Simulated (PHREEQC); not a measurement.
A PHREEQC speciation (ion-association model, phreeqc.dat) at 20 °C gives pH 0.76 and these molalities:

```json
[
 {"species": "H+", "mol/kgw": "0.219"},
 {"species": "HSO4-", "mol/kgw": "0.161"},
 {"species": "SO4-2", "mol/kgw": "0.0292"},
 {"species": "Cd+2", "mol/kgw": "0.000198"},
 {"species": "CdSO4", "mol/kgw": "0.000121"},
 {"species": "Cd(SO4)2-2", "mol/kgw": "4.14e-5"}
]
```

Task: What are the element totals, and what could have been dissolved in 1 kg of water to give them?

Result: One answer among several that fit: totals Cd 0.000360, S(6) 0.190 mol/kgw, from 190 mmol/kgw H2SO4 and 0.36 mmol/kgw CdSO4.

Precipitation was switched off in this run. Species that the database lacks are ignored.
